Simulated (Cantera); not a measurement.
Input: 1 mol AlN, 0.036 mol HCl, 0.1 mol N₂, at 0.160 bar.

These are equilibrium values from Cantera (NASA tables, ideal gas, pure condensed phases), not measurements of a reactor. Candidate condensed phases: Al, AlCl₃, AlN, NH₄Cl; 20 gas species. The tables' values for AlCl₂ are old estimates; treat these amounts as uncertain. Equilibrium is a limit: real reactors are often held back by kinetics, nucleation or transport.

log p: log10 of the partial pressure in bar; n: condensed amount in mol.

```csv
T (K),log p N₂,log p H₂,log p AlCl₃,log p HCl,log p AlCl₂,log p AlCl,n AlN(s)
750,-0.91,-1.79,-2.05,-1.99,-10.80,<-12,0.991
825,-0.91,-1.79,-1.98,-2.00,-9.41,<-12,0.991
900,-0.91,-1.79,-1.97,-2.01,-8.28,-12.03,0.991
975,-0.91,-1.78,-1.96,-2.03,-7.33,(withheld),0.991
1050,-0.91,-1.78,-1.95,-2.04,-6.52,(withheld),0.991
1125,-0.91,-1.77,-1.95,-2.06,-5.82,(withheld),0.990
1200,-0.91,-1.77,-1.95,-2.07,-5.21,(withheld),0.990
1275,-0.91,-1.77,-1.95,-2.08,-4.67,(withheld),0.990
1350,-0.91,-1.77,-1.95,-2.09,-4.19,(withheld),0.990
1425,-0.91,-1.77,-1.95,-2.10,-3.77,(withheld),0.990
1500,-0.91,-1.76,-1.95,-2.11,-3.39,(withheld),0.990
1575,-0.91,-1.76,-1.97,-2.12,-3.06,(withheld),0.990
1650,-0.91,-1.76,-2.00,-2.14,-2.77,(withheld),0.989
```

Task: Complete the blanks.

Result: 
- 975, log p AlCl: -10.46
- 1050, log p AlCl: -9.12
- 1125, log p AlCl: -7.97
- 1200, log p AlCl: -6.95
- 1275, log p AlCl: -6.07
- 1350, log p AlCl: -5.28
- 1425, log p AlCl: -4.57
- 1500, log p AlCl: -3.95
- 1575, log p AlCl: -3.38
- 1650, log p AlCl: -2.88
